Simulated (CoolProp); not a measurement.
Saturation properties of normal hydrogen (Tc = 33.1 K, pc = 1.296 MPa, ω = -0.219).

The numbers come from the reference Helmholtz-energy equation of state, Leachman 2009 in CoolProp.

| T (K) | p (MPa) | liquid density (kg/m³) | vapour density (kg/m³) | liquid cp (kJ/(kg K)) | surface tension (mN/m) |
|---|---|---|---|---|---|
| 24 | 0.2581 | 66.20 | 3.156 | [?] | 1.29 |
| 25.1 | 0.3278 | [?] | 3.975 | 13.41 | 1.11 |
| 26.1 | 0.4019 | [?] | 4.863 | 14.62 | 0.945 |
| 27.2 | 0.4961 | 60.93 | [?] | 16.34 | 0.768 |
| 28.3 | 0.6047 | 58.70 | 7.470 | 18.71 | 0.596 |
| 29.3 | 0.7172 | 56.39 | 9.080 | 21.92 | 0.446 |
| 30.4 | 0.8574 | 53.36 | 11.34 | 27.94 | 0.290 |
| 31.5 | 1.016 | [?] | 14.50 | 41.86 | 0.153 |
| 32.6 | 1.197 | 43.10 | 20.01 | 116.7 | 0.0526 |

Q: Fill in the missing entries.

A: 
- 24, liquid cp (kJ/(kg K)): 12.32
- 25.1, liquid density (kg/m³): 64.55
- 26.1, liquid density (kg/m³): 62.91
- 27.2, vapour density (kg/m³): 6.036
- 31.5, liquid density (kg/m³): 49.44

It boils at 20.4 K under 1 atm.

Surface tension comes from a separate correlation (Mulero 2012).
